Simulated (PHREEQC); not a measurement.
1 kg of water holding 0.033 mol/kgw K2SO4 and 0.12 mol/kgw KCl is evaporated at 30 °C; the solids stay in contact with the brine. CO2 from the air is kept out. Only these solids could form: Arcanite, Misenite, Sylvite.

Base run: PHREEQC, Pitzer model, pitzer.dat. Each further column changes one thing. The table gives water activity.

```json
[
 {"H2O removed (mol)": "0", "base": "0.995", "temperature from 30 to 75 °C": "0.995", "temperature from 30 to 5 °C": "0.995"},
 {"H2O removed (mol)": "24.69", "base": "0.991", "temperature from 30 to 75 °C": "0.991", "temperature from 30 to 5 °C": "0.991"},
 {"H2O removed (mol)": "38.4", "base": "0.983", "temperature from 30 to 75 °C": "0.983", "temperature from 30 to 5 °C": "0.984"},
 {"H2O removed (mol)": "46.01", "base": "0.971", "temperature from 30 to 75 °C": "0.971", "temperature from 30 to 5 °C": "0.971"},
 {"H2O removed (mol)": "50.23", "base": "0.948", "temperature from 30 to 75 °C": "0.947", "temperature from 30 to 5 °C": "0.954"},
 {"H2O removed (mol)": "52.58", "base": "0.920", "temperature from 30 to 75 °C": "0.911", "temperature from 30 to 5 °C": "0.925"},
 {"H2O removed (mol)": "53.88", "base": "0.862", "temperature from 30 to 75 °C": "0.855", "temperature from 30 to 5 °C": "0.877"},
 {"H2O removed (mol)": "54.6", "base": "0.834", "temperature from 30 to 75 °C": "0.776", "temperature from 30 to 5 °C": "0.877"},
 {"H2O removed (mol)": "55.01", "base": "0.834", "temperature from 30 to 75 °C": "0.776", "temperature from 30 to 5 °C": "0.877"},
 {"H2O removed (mol)": "55.23", "base": "0.834", "temperature from 30 to 75 °C": "0.776", "temperature from 30 to 5 °C": "0.877"}
]
```

 Constants without temperature data keep their 25 °C values here.
